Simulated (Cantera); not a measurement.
Input: 1 mol SiH₄, 7.6 mol H₂, held at 1.70 mbar.

Method: chemical equilibrium by Gibbs-energy minimisation in Cantera with the NASA 1993 tables (ideal gas, pure condensed phases). Candidate condensed phases: Si; 9 gas species. Gases not in the tables: Si₂H₆ and higher silanes. The numbers say what is thermodynamically allowed, not how fast it happens.

Problem. At 1773 K, list the 4 most abundant gas species with their mole fractions, and the condensed phases.

Solution. H₂ 0.992, H 0.00687, Si 0.00125, SiH 6.35e-5. Condensed: Si(l).
